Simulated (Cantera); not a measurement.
Charge: 1 mol B2O3, 3.5 mol F2, 13 mol H2, at 1850 K and 8.10e-5 bar.

Equilibrium computed with Cantera from the NASA thermochemical tables; the gas is ideal and each condensed phase is pure. Kinetics and transport are ignored.

| species | before | after |
|---|---|---|
| H2 | 0.510 | 0.533 |
| HF | 0.287 | 0.291 |
| BOF | 0.104 | 0.106 |
| H | 0.0427 | 0.0130 |
| H2O | 0.0486 | 0.0496 |
| BF3 | 3.78e-6 | 4.40e-5 |
| O | 1.92e-5 | 1.66e-6 |
| BF2 | 3.16e-6 | 1.10e-5 |
| OH | 0.000301 | 8.92e-5 |
| BO2 | 5.15e-5 | 1.53e-5 |
| BO | 0.000322 | 9.78e-5 |
Gas species are given as mole fractions.

### Question
What was changed between the two runs?
(A) pressure from 8.10e-5 bar to 0.000920 bar
(B) temperature from 1850 K to 1375 K
(C) temperature from 1850 K to 1250 K
(D) temperature from 1850 K to 1575 K

### Answer
A, pressure from 8.10e-5 bar to 0.000920 bar. The tables' values for BF2 are old estimates; treat these amounts as uncertain
